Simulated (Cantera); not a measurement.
## Catalytic stagnation flow on Pt

A jet of CH₄ : O₂ : N₂ = 0.051 : 0.1 : 0.79 (molar parts) at 300 K and 0.0730 atm hits a platinum plate 3.1 cm away at a mass flux of 0.029 kg/m²/s; the plate temperature is set and raised in steps from an oxygen-covered start.

Cantera simulation using Deutschmann's 1995 Pt surface mechanism with GRI-Mech 3.0 gas chemistry; the numbers are that mechanism's predictions, not measurements. Catalytic surfaces can have several steady states; this one follows from the mechanism file's or the stated starting coverage.

```json
[
 {"plate T (K)": "850", "wall x CH₄": "0.0412", "wall x O₂": "0.0784", "wall x H₂O": "0.0245", "wall x OH": "1.05e-8", "wall x CO": "1.21e-5", "wall x CO₂": "0.0160", "θ free Pt": "0.169", "θ O*": "0.830", "θ OH*": "0.00133"},
 {"plate T (K)": "900", "wall x CH₄": "0.0303", "wall x O₂": "0.0553", "wall x H₂O": "0.0448", "wall x OH": "4.07e-8", "wall x CO": "1.34e-5", "wall x CO₂": "0.0294", "θ free Pt": "0.256", "θ O*": "0.743", "θ OH*": "0.00167"},
 {"plate T (K)": "950", "wall x CH₄": "0.0202", "wall x O₂": "0.0338", "wall x H₂O": "0.0635", "wall x OH": "1.24e-7", "wall x CO": "1.33e-5", "wall x CO₂": "0.0419", "θ free Pt": "0.361", "θ O*": "0.637", "θ OH*": "0.00179"},
 {"plate T (K)": "1000", "wall x CH₄": "0.0130", "wall x O₂": "0.0187", "wall x H₂O": "0.0767", "wall x OH": "3.11e-7", "wall x CO": "1.32e-5", "wall x CO₂": "0.0507", "θ free Pt": "0.483", "θ O*": "0.516", "θ OH*": "0.00170"},
 {"plate T (K)": "1050", "wall x CH₄": "0.00802", "wall x O₂": "0.00830", "wall x H₂O": "0.0856", "wall x OH": "6.41e-7", "wall x CO": "1.41e-5", "wall x CO₂": "0.0567", "θ free Pt": "0.634", "θ O*": "0.365", "θ OH*": "0.00146"}
]
```
x: mole fraction at the wall; θ: surface coverage.
